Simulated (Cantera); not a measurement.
A perfectly stirred reactor is fed with CH3OH : O2 : N2 = 1 : 0.938 : 3.52 (molar parts), equivalence ratio 1.6, at 0.410 bar; it is adiabatic with a 725 K inlet, and is followed from long to short residence time, starting on the burning branch (τ in s: 0.1, 0.047, 0.021, 0.0096, 0.0044, 0.002, 0.00089, 0.0004, 0.00018, 8.2e-05, 3.7e-05, 1.7e-05).

Detailed kinetics in Cantera: GRI-Mech 3.0 (53 species, 325 reactions). GRI-Mech 3.0 was tuned for natural gas; its chemistry of methanol as a main component is partial and can be far from experiment.

One state of this run: T (K) = 2004; x CH3OH = 0.000141; x O2 = 0.00472; x CH2O = 0.000116; x CH3 = 0.000159; x N2O = 7.15e-9; x CH2CO = 4.06e-7; x NO = 6.84e-5. x: mole fraction; the columns are a selection and need not sum to one.

### Question
Which value of τ (s) does it belong to?
A) 8.2e-5
B) 3.7e-5
C) 0.047
D) 0.00040

### Answer
D, 0.00040
